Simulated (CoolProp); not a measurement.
Methane along the isotherm -109.65 °C: fugacity coefficient from the reference equation and from simpler models built on Tc = -82.6 °C, pc = 4.599 MPa, ω = 0.011; each cubic takes its own stable root.

The numbers come from the reference Helmholtz-energy equation of state, Setzmann 1991 in CoolProp.

| p (MPa) | phase | reference | van der Waals | Redlich-Kwong | Soave-Redlich-Kwong |
|---|---|---|---|---|---|
| 3.07 | liquid | 0.4936 | 0.6298 | 0.4946 | 0.5010 |
| 6.13 | liquid | 0.2750 | 0.3678 | 0.2771 | 0.2808 |
| 9.2 | liquid | 0.2034 | 0.2838 | 0.2058 | 0.2086 |
| 12.3 | liquid | 0.1687 | 0.2448 | 0.1711 | 0.1735 |
| 15.3 | liquid | 0.1496 | 0.2252 | 0.1520 | 0.1542 |
| 18.4 | liquid | 0.1375 | 0.2146 | 0.1399 | 0.1419 |
| 21.5 | liquid | 0.1299 | 0.2100 | 0.1323 | 0.1342 |
| 24.5 | liquid | 0.1253 | 0.2094 | 0.1276 | 0.1295 |
| 27.6 | liquid | 0.1225 | 0.2118 | 0.1248 | 0.1267 |
| 30.7 | liquid | 0.1211 | 0.2166 | 0.1234 | 0.1253 |
| 33.7 | liquid | 0.1209 | 0.2232 | 0.1232 | 0.1251 |
| 36.8 | liquid | 0.1216 | [?] | 0.1239 | [?] |
| 39.9 | liquid | [?] | 0.2424 | 0.1254 | 0.1273 |
| 42.9 | liquid | 0.1252 | 0.2543 | 0.1274 | 0.1294 |
| 46 | liquid | 0.1280 | 0.2683 | 0.1302 | [?] |

Problem. What belongs in the gaps?

Solution. 
- 36.8, van der Waals: 0.2319
- 36.8, Soave-Redlich-Kwong: 0.1258
- 39.9, reference: 0.1231
- 46, Soave-Redlich-Kwong: 0.1322
